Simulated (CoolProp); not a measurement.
Model: reference Helmholtz-energy equation of state, de Reuck 1990, in CoolProp.

### Question
For fluorine, give the phase and the density (kg/m³), speed of sound (m/s), Joule-Thomson coefficient (K/MPa), expansivity (1/kK) at -116.15 °C and 7.03 MPa.

### Answer
- -116.15 °C and 7.03 MPa: supercritical; density 401, speed of sound 183, Joule-Thomson coefficient 4.78, expansivity 49.6
